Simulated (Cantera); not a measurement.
A Cantera script and what it prints.

```python
import numpy as np
import cantera as ct

gas_names = [...]  # 136 gases of nasa_gas.yaml made of C, H, N, O
cond_names = """
    C(gr) C6H6(L) C7H8(L) C8H18(L),n-octa H2O(s) H2O(L)
""".split()


# ... load() reads the species with a 1 bar reference pressure and builds the phases ...
atoms = {
    'CH3OH': {'C': 1, 'H': 4, 'O': 1},
    'H2': {'H': 2},
    'N2': {'N': 2},
}
top_T = {'C(gr)': 4500}  # K; cautious upper limits of use, not melting points


# ... equilibrate(T, P, feed) seeds the gas with the atoms and calls Mixture.equilibrate('TP', solver="vcs", rtol=1e-11, max_steps=5000) ...
results = []
feed = {'CH3OH': 1, 'H2': 1.1, 'N2': 7.3}  # mol
P = 180  # Pa
for T in [675, 700, 725, 750, 775, 800, 825]:
    mix = equilibrate(T, P, feed)
    results.append((T, P, feed, dict(zip(mix.species_names, mix.species_moles))))

top = {s: max(r[3][s] / sum(r[3][g] for g in gas_names) for r in results) for s in gas_names}
cols = sorted((s for s in top if top[s] > 0.001), key=lambda s: -top[s])[:5]
seen = [c for c in cond_names if any(r[3].get(c, 0) > 1e-12 for r in results)]
print("log10 of partial pressures in bar; condensed amounts in mol")
print(f"{'T/K':>10s}" + "".join(f"{s[:9]:>10s}" for s in cols + seen))
for T, P, feed, n in results:
    ng = sum(n[g] for g in gas_names)
    print(f"{T:10.4g}" + "".join(f"{np.log10(max(n[s] / ng * P / 1e5, 1e-99)):10.3f}" for s in cols)
          + "".join(f"{n.get(c, 0):10.4g}" for c in seen))
```

Output:

```
log10 of partial pressures in bar; condensed amounts in mol
       T/K        N2        H2        CO       CO2       H2O     C(gr)
       675    -2.922    -3.324    -4.243    -4.401    -4.561    0.3893
       700    -2.927    -3.318    -4.068    -4.530    -4.754    0.2785
       725    -2.931    -3.314    -3.947    -4.733    -4.978    0.1732
       750    -2.934    -3.313    -3.874    -5.003    -5.228   0.09467
       775    -2.936    -3.312    -3.836    -5.315    -5.494   0.04767
       800    -2.937    -3.311    -3.818    -5.642    -5.760   0.02336
       825    -2.938    -3.311    -3.810    -5.966    -6.020   0.01152
```

Method: chemical equilibrium by Gibbs-energy minimisation in Cantera with the NASA 1993 tables (ideal gas, pure condensed phases).
